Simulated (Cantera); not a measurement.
A closed system holds: 1 mol FeS2, 0.11 mol H2S, 2.2 mol H2O, 3.7 mol SO2, equilibrated at 1425 K and 5.00 bar.

Equilibrium computed with Cantera from the NASA thermochemical tables; the gas is ideal and each condensed phase is pure. Candidate condensed phases: Fe, FeO, Fe(OH)2, Fe(OH)3, FeS, FeSO4, FeS2, Fe2O3, Fe2(SO4)3, Fe3O4, H2O, H2SO4, S; 22 gas species. FeS: taken at fixed stoichiometry. Rates play no part.

Base state: SO2 0.566, H2O 0.333, S2 0.0695, H2S 0.0165, S2O 0.00774, H2 0.00525, SO 0.00133, SH 0.000226 (mole fractions); condensed: FeS(s).

**Question.** What changes in the equilibrium state with this change: H2O from 2.2 to 1.2 mol?

**Answer.** 
| species | before | after |
|---|---|---|
| SO2 | 0.566 | 0.663 |
| H2O | 0.333 | 0.222 |
| S2 | 0.0695 | 0.0877 |
| H2S | 0.0165 | 0.0121 |
| H2 | 0.00525 | 0.00343 |
| S2O | 0.00774 | 0.00997 |
| FeS(s), mol | 1.000 | 1.000 |

**Question.** What changes in the equilibrium state with this change: pressure from 5.00 bar to 13.3 mbar?

**Answer.** 
| species | before | after |
|---|---|---|
| SO2 | 0.566 | 0.474 |
| H2O | 0.333 | 0.301 |
| S2 | 0.0695 | 0.178 |
| H2 | 0.00525 | 0.0289 |
| H2S | 0.0165 | 0.00748 |
| H | 2.21e-7 | 1.00e-5 |
| S | 1.92e-6 | 5.94e-5 |
| SO | 0.00133 | 0.00677 |
| FeS(s), mol | 1.000 | 0 |
| FeO(s), mol | 0 | 1.000 |
The tables' stoichiometric FeO is somewhat more stable than real wüstite, so its field is too wide. FeO: taken at fixed stoichiometry.

**Question.** What changes in the equilibrium state with this change: SO2 from 3.7 to 1.2 mol?

**Answer.** 
```tsv
species	before	after
H2O	0.333	0.519
SO2	0.566	0.311
S2	0.0695	0.102
H2S	0.0165	0.0461
H2	0.00525	0.0121
SH	0.000226	0.000416
SO	0.00133	0.00109
S2O	0.00774	0.00764
FeS(s), mol	1.000	1.000
```
